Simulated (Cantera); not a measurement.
Charge: 1 mol Cu2O, 4.3 mol H2, 0.12 mol H2O, equilibrated at 1625 °C.

Method: chemical equilibrium by Gibbs-energy minimisation in Cantera with the NASA 1993 tables (ideal gas, pure condensed phases). Candidate condensed phases: Cu, CuO, Cu(OH)2, Cu2O, H2O; 12 gas species. The numbers say what is thermodynamically allowed, not how fast it happens.

x: gas mole fraction; n: condensed amount in mol.

| P (Pa) | x H2 | x Cu | x H2O | x H | n Cu(l) |
|---|---|---|---|---|---|
| 10 | 0.474 | 0.303 | 0.168 | 0.0538 | 0 |
| 100 | 0.501 | 0.308 | 0.172 | 0.0175 | 0 |
| 1000 | 0.623 | 0.158 | 0.212 | 0.00617 | 1.16 |
| 10000 | 0.733 | [?] | 0.249 | [?] | 1.93 |
| 100000 | 0.745 | [?] | 0.253 | [?] | 1.99 |
| 1000000 | 0.746 | 0.000158 | 0.253 | 0.000214 | 2.00 |

**Question.** Some entries are withheld; supply them.

**Answer.** 
- 10000, x Cu: 0.0158
- 10000, x H: 0.00212
- 100000, x Cu: 0.00158
- 100000, x H: 0.000675
